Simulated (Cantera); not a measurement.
## Thermodynamics of fluorocarbon and chlorocarbon gases, feed CH₃F + H₂

Input: 1 mol CH₃F, a varied amount of H₂, at 2973 K and 8.00e-5 bar.

These are equilibrium values from Cantera (NASA tables, ideal gas, pure condensed phases), not measurements of a reactor. Candidate condensed phases: C, C₆H₆, C₇H₈, C₈H₁₈; 95 gas species. Rates play no part.

```tsv
n(H₂) (mol)	log p H	log p F	log p C	log p HF	log p C₃	log p C₂
0.17	-4.29	-4.93	-5.09	-5.31	-5.67	-5.99
0.86	-4.24	-5.05	-5.15	-5.39	-5.85	-6.11
1.6	-4.21	-5.16	-5.20	-5.46	-6.02	-6.22
2.2	-4.20	-5.23	-5.24	-5.52	-6.13	-6.30
2.9	-4.18	-5.30	-5.28	-5.57	-6.26	-6.38
3.6	-4.17	-5.35	-5.32	-5.62	-6.37	-6.45
4.3	-4.16	-5.41	-5.35	-5.66	-6.47	-6.52
```
log p: log10 of the partial pressure in bar; nothing condenses.

From 0.17 mol H₂ to 4.3 mol H₂ nothing is condensed. The main C-bearing gas is C throughout.
